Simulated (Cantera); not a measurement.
Charge: 1 mol Si₃N₄, 0.89 mol H₂, equilibrated at 1977 °C and 9.80 mbar.

Equilibrium computed with Cantera from the NASA thermochemical tables; the gas is ideal and each condensed phase is pure. Candidate condensed phases: Si, Si₃N₄; 18 gas species. The tables' values for SiN are old estimates; treat these amounts as uncertain. Gases not in the tables: Si₂H₆ and higher silanes. Kinetics and transport are ignored.

Base state: N₂ 0.634, H₂ 0.263, Si 0.0604, H 0.0384, SiH 0.00123, Si₂ 0.00106, Si₂N 0.000776, SiN 0.000731 (mole fractions); condensed: Si(l).

Question: What changes in the equilibrium state with this change: temperature from 1977 °C to 2502 °C?

Answer: 
| species | before | after |
|---|---|---|
| Si | 0.0604 | 0.459 |
| N₂ | 0.634 | 0.311 |
| H | 0.0384 | 0.172 |
| H₂ | 0.263 | 0.0518 |
| N | 1.80e-7 | 1.64e-5 |
| SiH₂ | 9.85e-5 | 1.92e-5 |
| Si₂N | 0.000776 | 0.000195 |
| Si(l), mol | 2.79 | 0 |

Question: What changes in the equilibrium state with this change: temperature from 1977 °C to 2400 °C?

Answer: 
```csv
species,before,after
Si,0.0604,0.463
N₂,0.634,0.318
H,0.0384,0.138
H₂,0.263,0.0714
Si₂,0.00106,0.00447
SiN,0.000731,0.00204
SiH₂,9.85e-5,3.73e-5
SiH,0.00123,0.00253
"Si(l), mol",2.79,0
```
